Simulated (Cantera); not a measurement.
Feed: 1 mol MgO, 0.96 mol HI, held at 13.3 mbar.

Method: chemical equilibrium by Gibbs-energy minimisation in Cantera with the NASA 1993 tables (ideal gas, pure condensed phases). Candidate condensed phases: H₂O, I₂, Mg, MgI₂, MgO, Mg(OH)₂; 20 gas species. Rates play no part.

x: gas mole fraction; n: condensed amount in mol.

| T (°C) | x HI | x I | x H₂ | x I₂ | x H₂O | x MgI₂ | x H | n MgO(s) |
|---|---|---|---|---|---|---|---|---|
| 477 | 0.772 | 0.00731 | 0.112 | 0.108 | 0.000291 | 0.000291 | <1e-12 | 1.000 |
| 527 | 0.753 | 0.0159 | 0.119 | 0.111 | 0.000579 | 0.000579 | 8.64e-12 | 0.999 |
| 577 | 0.730 | 0.0313 | 0.126 | 0.110 | 0.00105 | 0.00105 | 6.30e-11 | 0.999 |
| 627 | 0.701 | 0.0560 | 0.134 | 0.106 | 0.00175 | 0.00175 | 3.70e-10 | 0.998 |
| 677 | 0.662 | … | 0.143 | … | … | … | … | 0.997 |
| 727 | 0.614 | 0.140 | 0.154 | 0.0844 | 0.00392 | 0.00392 | 7.72e-9 | 0.996 |
| 777 | 0.557 | 0.196 | 0.167 | 0.0691 | 0.00529 | 0.00529 | 2.87e-8 | 0.994 |
| 827 | 0.493 | 0.258 | 0.182 | 0.0534 | 0.00671 | 0.00671 | 9.56e-8 | 0.993 |
| 877 | … | … | … | … | … | … | … | 0.991 |
| 927 | 0.363 | 0.375 | 0.215 | 0.0277 | 0.00923 | 0.00923 | 7.93e-7 | 0.989 |

Q: Some entries are withheld; supply them.

A: 
- 677, x I: 0.0921
- 677, x I₂: 0.0971
- 677, x H₂O: 0.00272
- 677, x MgI₂: 0.00272
- 677, x H: 1.82e-9
- 877, x HI: 0.427
- 877, x I: 0.319
- 877, x H₂: 0.199
- 877, x I₂: 0.0392
- 877, x H₂O: 0.00806
- 877, x MgI₂: 0.00806
- 877, x H: 2.88e-7
